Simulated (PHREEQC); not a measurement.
Model water analysis in mmol/kgw, 30 °C, pH 2.05:

```json
[
 {"constituent": "Na", "mmol/kgw": "79.4"},
 {"constituent": "K", "mmol/kgw": "2.37"},
 {"constituent": "Ca", "mmol/kgw": "1.19"},
 {"constituent": "Mg", "mmol/kgw": "7.69"},
 {"constituent": "Cl", "mmol/kgw": "18.6"},
 {"constituent": "S(6)", "mmol/kgw": "49.8"},
 {"constituent": "Br", "mmol/kgw": "0.261"},
 {"constituent": "Mn(2)", "mmol/kgw": "0.523"}
]
```

Cl is adjusted to close the charge balance.
Valence states are taken as typed.

Equilibrium calculation in PHREEQC: Pitzer model, pitzer.dat.

The ionic strength is 0.160 mol/kgw. The specific conductance is 14900 µS/cm, the density is 1.002 g/cm³ and the osmotic coefficient is 0.844. The total alkalinity is -24.8 meq/kg.

| species | molality | activity | log γ |
|---|---|---|---|
| Na+ | 0.0794 | 0.0589 | -0.130 |
| SO4-2 | 0.0374 | 0.00942 | -0.598 |
| Cl- | 0.0255 | 0.0187 | -0.135 |
| HSO4- | 0.0124 | 0.00920 | -0.131 |
| H+ | 0.0124 | 0.00891 | -0.142 |
| Mg+2 | 0.00769 | 0.00189 | -0.610 |
| K+ | 0.00237 | 0.00172 | -0.139 |

Precipitation was switched off in this run.
